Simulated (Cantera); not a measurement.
Gas mixture: 44.8 % H2O, 55.2 % N2O, at 0.150 Torr, frozen composition.

Cantera's kinetic-theory transport with the Lennard-Jones parameters of GRI-Mech 3.0, ideal gas; thermal conductivity in the multicomponent form. Polar gases are described roughly by these parameters.

One state of this run: ρ (kg/m³) = 0.000111; cp (J/kg/K) = 1383; μ (µPa s) = 29.4; λ (mW/m/K) = 59.8; Pr = 0.679; D (cm²/s) CH4 = 4630; D (cm²/s) OH = 6620; D (cm²/s) H = 26300. D: mixture-averaged diffusion coefficient of that species in the mixture.

**Question.** Which value of T (K) does it belong to?
(A) 400
(B) 800
(C) 700
(D) 500

**Answer.** C, 700
